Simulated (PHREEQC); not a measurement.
Consider water at 20 °C with 71 mmol/kgw HF, 140 mmol/kgw NH4F and 0.48 mmol/kgw HCl. Closed to the air; pH follows from the charge balance.

Computed with PHREEQC (ion-association model, phreeqc.dat).

```yaml
pH: 3.37
ionic_strength: 0.141 mol/kgw
activity_of_water: 0.994
density: 1.001 g/cm³
total_alkalinity: -71.5 meq/kg
```

```json
[
 {"species": "NH4+", "molality": "0.140", "activity": "0.100", "log γ": "-0.145"},
 {"species": "F-", "molality": "0.119", "activity": "0.0874", "log γ": "-0.133"},
 {"species": "HF", "molality": "0.0495", "activity": "0.0511", "log γ": "0.014"},
 {"species": "HF2-", "molality": "0.0215", "activity": "0.0164", "log γ": "-0.117"},
 {"species": "H+", "molality": "0.000525", "activity": "0.000426", "log γ": "-0.090"},
 {"species": "Cl-", "molality": "0.000480", "activity": "0.000357", "log γ": "-0.129"}
]
```

No solid was allowed to form. Complexes and solids missing from the database can't appear.
